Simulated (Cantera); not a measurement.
Roasting and sulfation: FeS2 + SO3 + H2O

Feed: 1 mol FeS2, 0.072 mol SO3, 0.033 mol H2O, at 825 °C and 10.0 Torr.

These are equilibrium values from Cantera (NASA tables, ideal gas, pure condensed phases), not measurements of a reactor. Candidate condensed phases: Fe, FeO, Fe(OH)2, Fe(OH)3, FeS, FeSO4, FeS2, Fe2O3, Fe2(SO4)3, Fe3O4, H2O, H2SO4, S; 22 gas species. FeS: taken at fixed stoichiometry. Gases not in the tables: S3 to S7. Kinetics and transport are ignored.

```
Quantity                                   Result
-------------------------------------  ----------
x(S2)                                       0.764
x(SO2)                                      0.176
x(H2O)                                     0.0424
x(H2S)                                    0.00897
x(S2O)                                    0.00651
x(H2)                                     0.00172
x(SO)                                    0.000281
x(SH)                                     6.63e-5
n(FeS(s))                                1.00 mol
gas amount                             0.6209 mol
log10 activity of S(l) (absent)             -1.60
log10 activity of Fe(α) (absent)            -3.36
log10 activity of Fe(OH)2(s) (absent)       -9.62
```
